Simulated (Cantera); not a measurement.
A freely propagating, adiabatic, planar premixed flame of CH4 : C2H6 : O2 : N2 = 1 : 0.038 : 1.78 : 6.68 (molar parts), equivalence ratio 1.2, unburnt at 623 K and 0.987 atm; mixture-averaged transport, grid criteria slope 0.08 and curve 0.16, no radiation.

Detailed kinetics in Cantera: GRI-Mech 3.0 (53 species, 325 reactions). Burning velocities carry a grid error of a few per cent, more on coarse grids.

What does this change do: 0.64 parts CO2 added?


```json
[
 {"quantity": "laminar burning velocity", "before": "132 cm/s", "after": "89.7 cm/s"},
 {"quantity": "thermal thickness", "before": "0.326 mm", "after": "0.416 mm"},
 {"quantity": "peak x(H2O2)", "before": "1.20e-5", "after": "1.42e-5"},
 {"quantity": "peak x(CH3)", "before": "0.00450", "after": "0.00312"},
 {"quantity": "peak x(O)", "before": "0.00250", "after": "0.00195"}
]
```
